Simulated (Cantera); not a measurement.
## Moist CO burnout

An isothermal, constant-pressure homogeneous reactor starts with CO : O2 : H2O : N2 = 0.0048 : 0.031 : 0.0014 : 1 (molar parts), equivalence ratio 0.077, at 850 K and 4950 Torr.

Cantera simulation using GRI-Mech 3.0 (53 species, 325 reactions); the numbers are that mechanism's predictions, not measurements.

```csv
t (s),x CO,x O2,x H2O,x HO2,x NO2,x O,x OH
0.000300,0.00463,0.0299,0.00135,<1e-12,<1e-12,4.04e-12,<1e-12
0.000842,0.00463,0.0299,0.00135,<1e-12,<1e-12,8.13e-12,<1e-12
0.00236,0.00463,0.0299,0.00135,2.59e-12,<1e-12,1.12e-11,<1e-12
0.00662,0.00463,0.0299,0.00135,9.16e-12,<1e-12,1.17e-11,<1e-12
0.0186,0.00463,0.0299,0.00135,2.77e-11,<1e-12,1.17e-11,<1e-12
0.0521,0.00463,0.0299,0.00135,7.99e-11,<1e-12,1.17e-11,<1e-12
0.146,0.00463,0.0299,0.00135,2.27e-10,<1e-12,1.18e-11,<1e-12
0.410,0.00463,0.0299,0.00135,6.45e-10,<1e-12,1.22e-11,<1e-12
1.15,0.00463,0.0299,0.00135,1.85e-9,<1e-12,1.31e-11,1.37e-12
3.23,0.00463,0.0299,0.00135,5.47e-9,<1e-12,1.61e-11,4.04e-12
9.06,0.00462,0.0299,0.00135,1.61e-8,<1e-12,2.48e-11,1.22e-11
25.4,0.00457,0.0299,0.00135,3.66e-8,<1e-12,4.21e-11,2.89e-11
71.3,0.00434,0.0297,0.00135,4.57e-8,<1e-12,4.99e-11,3.70e-11
200,0.00372,0.0294,0.00135,4.55e-8,<1e-12,4.93e-11,3.74e-11
```
x: mole fraction; the columns are a selection and need not sum to one.

Equilibrium at this temperature and pressure: CO <1e-12, O2 0.0276, H2O 0.00135, HO2 2.26e-12, NO2 3.11e-7, O <1e-12, OH 1.61e-10 (gas phase only).
